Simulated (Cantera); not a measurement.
Input (Python, Cantera):

```python
import numpy as np
import cantera as ct

gas = ct.Solution("gri30.yaml")
gas.TPX = 525, 590000, {'CO': 1, 'H2': 0.14, 'CH4': 0.088, 'O2': 0.439, 'N2': 1.65, 'H2O': 0.13}
inlet = ct.Reservoir(gas, clone=True)
gas.equilibrate("HP")  # start burning
reactor = ct.IdealGasConstPressureReactor(gas, energy="on", clone=False)
exhaust = ct.Reservoir(gas, clone=True)
tau = [0.19, 0.075, 0.03, 0.012, 0.0049, 0.002, 0.00079, 0.00032, 0.00013, 5.1e-05][0]
for a, b in ((inlet, reactor), (reactor, exhaust)):
    ct.MassFlowController(a, b, mdot=lambda t: reactor.mass / tau)
net = ct.ReactorNet([reactor])
show = ['CO', 'H2', 'CH4', 'NO', 'OH', 'CO2']

rows = []
print(f"{'tau/s':>10s}{'T/K':>9s}" + "".join(f"{s:>11s}" for s in show))
for tau in [0.19, 0.075, 0.03, 0.012, 0.0049, 0.002, 0.00079, 0.00032, 0.00013, 5.1e-05]:
    net.initial_time = 0.0
    net.advance(30 * tau)
    before = gas.X
    net.advance(40 * tau)
    drift = np.max(np.abs(gas.X - before) / (gas.X + 1e-9))
    rows.append([gas.T, *gas[show].X, drift])
    print(f"{tau:10.3e}{gas.T:9.1f}" + "".join(f"{x:11.3e}" for x in gas[show].X))
```

Output:

```
     tau/s      T/K         CO         H2        CH4         NO         OH        CO2
 1.900e-01   2257.1  1.712e-01  2.167e-02  1.593e-06  1.019e-04  4.519e-04  1.703e-01
 7.500e-02   2255.7  1.712e-01  2.166e-02  3.050e-06  1.113e-04  5.268e-04  1.703e-01
 3.000e-02   2253.1  1.712e-01  2.166e-02  4.964e-06  1.263e-04  6.681e-04  1.702e-01
 1.200e-02   2248.4  1.713e-01  2.165e-02  7.177e-06  1.460e-04  9.123e-04  1.700e-01
 4.900e-03   2240.8  1.715e-01  2.165e-02  9.835e-06  1.645e-04  1.288e-03  1.696e-01
 2.000e-03   2228.4  1.718e-01  2.167e-02  1.371e-05  1.748e-04  1.838e-03  1.689e-01
 7.900e-04   2207.7  1.724e-01  2.174e-02  2.045e-05  1.699e-04  2.621e-03  1.677e-01
 3.200e-04   2175.4  1.737e-01  2.188e-02  3.237e-05  1.483e-04  3.586e-03  1.655e-01
 1.300e-04   2125.7  1.759e-01  2.213e-02  5.557e-05  1.161e-04  4.656e-03  1.619e-01
 5.100e-05   2049.1  1.802e-01  2.237e-02  1.092e-04  8.088e-05  5.640e-03  1.555e-01
```

Cantera simulation using GRI-Mech 3.0 (53 species, 325 reactions); the numbers are that mechanism's predictions, not measurements.
